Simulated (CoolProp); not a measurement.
A simple Rankine cycle with n-butane: condensing at 321.15 K, boiler at 2.11 MPa, turbine inlet 405.6 K, turbine efficiency 0.6, pump efficiency 0.8, no recuperator. Each further row changes one setting.

The numbers come from the reference Helmholtz-energy equation of state, Bücker 2006 in CoolProp.

```tsv
case	thermal efficiency (%)	net work (kJ/kg)	heat in (kJ/kg)	turbine exit temperature (K)	volume ratio over the turbine
as stated	8.0	36.8	461	364.9	[?]
turbine inlet 425.6 K	7.9	40.8	[?]	388.3	[?]
condensing temperature 313.15 K	8.8	42.6	482	360.6	6.49
boiler pressure 1.48 MPa	6.4	31.2	484	378.4	3.34
turbine efficiency 0.5	6.5	30.0	461	368.1	5.27
```

Q: Fill in the missing entries.

A: 
- as stated, volume ratio over the turbine: 5.21
- turbine inlet 425.6 K, heat in (kJ/kg): 515
- turbine inlet 425.6 K, volume ratio over the turbine: 4.96
